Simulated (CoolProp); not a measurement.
20 sccm (0 °C, 1 atm) of nitrogen bubbles through liquid benzene at 291.6 K and leaves saturated at a total pressure of 0.0296 MPa (ideal gas phase). Each further row changes one setting.

Values from CoolProp's reference Helmholtz-energy equation of state, Thol 2012.

```
case                       vapour pressure (kPa)  mole fraction of vapour  delivery (mg/min)  delivery (sccm)  change of delivery for a bath 1 K warmer (%)
-------------------------  ---------------------  -----------------------  -----------------  ---------------  --------------------------------------------
as stated                                   9.30                    0.314               32.0       (withheld)                                    (withheld)
bath temperature 296.6 K              (withheld)                    0.399               46.3       (withheld)                                           8.2
total pressure 0.0592 MPa                   9.30               (withheld)         (withheld)             3.73                                    (withheld)
```

### Question
Some entries are withheld; supply them.

### Answer

- as stated, delivery (sccm): 9.17
- as stated, change of delivery for a bath 1 K warmer (%): 7.4
- bath temperature 296.6 K, vapour pressure (kPa): 11.8
- bath temperature 296.6 K, delivery (sccm): 13.3
- total pressure 0.0592 MPa, mole fraction of vapour: 0.157
- total pressure 0.0592 MPa, delivery (mg/min): 13.0
- total pressure 0.0592 MPa, change of delivery for a bath 1 K warmer (%): 6.0
